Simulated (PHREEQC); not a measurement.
A solution holds 0.014 mol/kgw HNO3, at 70 °C. Closed to the air; pH follows from the charge balance.

The numbers come from PHREEQC with the ion-association model, phreeqc.dat.

| Property | Value |
|---|---|
| pH | 1.90 |
| ionic strength | 0.0140 mol/kgw |
| specific conductance | 11900 µS/cm |
| total alkalinity | -14.0 meq/kg |

```csv
species,molality,activity,log γ
H+,0.0140,0.0125,-0.049
NO3-,0.0140,0.0122,-0.059
```

No solid was allowed to form. Constants without temperature data keep their 25 °C values here.
